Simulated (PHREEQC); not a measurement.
PHREEQC input (ion-association model, phreeqc.dat):

```
SOLUTION_MASTER_SPECIES
  Amm  AmmH+  0  AmmH  17.031  # ammonia with no redox link, constants of NH4+
SOLUTION_SPECIES
  AmmH+ = AmmH+
    -log_k 0
    -gamma 2.5 0
    -dw 1.98e-9
  AmmH+ = Amm + H+
    -log_k -9.252
    -delta_h 12.48 kcal
    -analytic 0.6322 -0.001225 -2835.76
    -dw 2.28e-9
  AmmH+ + SO4-2 = AmmHSO4-
    -log_k 1.11
PHASES
  Amm(g)
    Amm = Amm
    -log_k 1.7966
    -analytic -18.758 3.3670e-4 2.5113e3 4.8619 39.192
    -T_c 405.6
    -P_c 111.3
    -Omega 0.25
EXCHANGE_SPECIES
  AmmH+ + X- = AmmHX
    -log_k 0.6
    -gamma 2.5 0
    -delta_h -2.4
SOLUTION 0
  temp 15
  units mmol/kgw
  pH 7 charge
  Cl 116.63
  Mn(2) 58
  Amm 0.62
SOLUTION 1-30
  temp 15
  units mmol/kgw
  pH 7 charge
  Cl 3.19
  Li 2.3
  Na 0.88
  Br 1
  K 1
END
EXCHANGE 1-30
  X 0.056
  -equilibrate 1
END
SELECTED_OUTPUT 1
  -reset false
  -pH true
  -pe true
  -ionic_strength true
  -water true
  -step true
  -totals Amm Br Cl K Li Mn Na Mn(2) Mn(3)
  -molalities MnX2 AmmHX LiX KX NaX
  -saturation_indices Pyrochroite Halite Sylvite
PRINT
  -reset false
TRANSPORT
  -cells 30
  -shifts 90
  -lengths 0.0333333
  -time_step 60
  -dispersivities 0.035
  -boundary_conditions flux flux
  -correct_disp true
  -punch_cells 30
  -punch_frequency 3
END
# ... the last block is repeated for the other 30 points of pore volumes
```

Selected output (columns that matter, 12 of 31 rows; pore volumes added in front):

```
pore volumes	pH	mu	Amm	Br	Cl	K	Li	Mn	Na	m_MnX2	m_LiX	si_Pyrochroite	si_Halite	si_Sylvite
0	5.0273	0.00419	0	0.001	0.00319	0.001	0.0023	0	0.00088	0	0.013003	-1000	-7.173	-6.4048
0.3167	5.0273	0.0041902	0	0.001	0.0031902	0.001	0.0023001	0	0.00088004	0	0.013003	-1000	-7.173	-6.4048
0.5167	5.0294	0.0050232	2.2031e-24	0.00099259	0.0040306	0.0011993	0.0027585	0	0.0010554	0	0.013003	-1000	-6.9977	-6.2295
0.8167	5.0598	0.033714	1.1675e-08	0.00073742	0.032977	0.0081627	0.018257	2.1647e-11	0.0072838	4.3473e-10	0.012707	-16.047	-5.3274	-4.569
1.1167	5.0794	0.089033	7.1651e-05	0.00029107	0.083611	0.04148	0.019172	0.0068495	0.0094696	0.0057798	0.0028226	-7.6431	-4.8764	-3.5321
1.4167	5.0869	0.13164	0.00027548	7.2894e-05	0.10836	0.035474	0.0055093	0.032132	0.0029004	0.014759	0.00060297	-7.0113	-5.3197	-3.5337
1.6167	5.0885	0.14436	0.00039045	2.4822e-05	0.11381	0.025321	0.0021284	0.042413	0.0011628	0.018811	0.00022906	-6.8996	-5.7072	-3.6719
1.9167	5.0894	0.15272	0.00050598	4.2719e-06	0.11615	0.013479	0.00046353	0.050712	0.00026789	0.02303	5.0458e-05	-6.8268	-6.3441	-3.9459
2.2167	5.0898	0.15607	0.00056788	6.5718e-07	0.11656	0.0065341	9.3207e-05	0.054647	5.7041e-05	0.025482	1.0276e-05	-6.796	-7.0178	-4.2626
2.5167	5.0899	0.15754	0.00059765	9.4105e-08	0.11662	0.0029597	1.7735e-05	0.056511	1.1497e-05	0.026758	1.9696e-06	-6.7821	-7.7148	-4.608
2.7167	5.0899	0.15803	0.00060764	2.5058e-08	0.11663	0.0016945	5.7358e-06	0.057153	3.864e-06	0.027213	6.3871e-07	-6.7774	-8.1888	-4.8508
3.0167	5.0899	0.15841	0.00061508	3.3433e-09	0.11663	0.00070848	1.0286e-06	0.057647	7.3395e-07	0.027569	1.1479e-07	-6.7738	-8.9106	-5.23
```

Species that the database lacks are ignored.
